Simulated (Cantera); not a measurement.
## Thermodynamics of hydrogen reduction and annealing atmospheres, feed ZrO2 + H2

Feed: 1 mol ZrO2, 100 mol H2, equilibrated at 1500 °C and 0.590 bar.

Method: chemical equilibrium by Gibbs-energy minimisation in Cantera with the NASA 1993 tables (ideal gas, pure condensed phases). Candidate condensed phases: H2O, Zr, ZrO2; 12 gas species. Equilibrium is a limit: real reactors are often held back by kinetics, nucleation or transport.

```
Property                Result
-------------------  ---------
x(H2)                    1.000
x(H)                  0.000370
n(ZrO2(tetragonal))  1.000 mol
gas amount           100.0 mol
```
